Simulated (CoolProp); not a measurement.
Properties of R124 at several states.

Computed with CoolProp (reference Helmholtz-energy equation of state, de Vries 1995).

```json
[
 {"T (K)": "431", "p (MPa)": "0.386", "phase": "gas", "speed of sound (m/s)": "163.9", "Joule-Thomson coefficient (K/MPa)": "7.382", "expansivity (1/kK)": "2.557", "viscosity (µPa s)": "18.6", "conductivity (mW/(m K))": "24.9"},
 {"T (K)": "177.2", "p (MPa)": "0.157", "phase": "liquid", "speed of sound (m/s)": "1034", "Joule-Thomson coefficient (K/MPa)": "-0.4474", "expansivity (1/kK)": "1.526", "viscosity (µPa s)": "1870", "conductivity (mW/(m K))": "111"},
 {"T (K)": "254.5", "p (MPa)": "20.2", "phase": "liquid", "speed of sound (m/s)": "814.5", "Joule-Thomson coefficient (K/MPa)": "-0.3789", "expansivity (1/kK)": "1.584", "viscosity (µPa s)": "560", "conductivity (mW/(m K))": "93.1"}
]
```

Viscosity comes from a separate model (Bell 2016), an estimate that may be off by 10 % or more. Thermal conductivity comes from a separate model (Huber 2003), an estimate that may be off by 10 % or more.
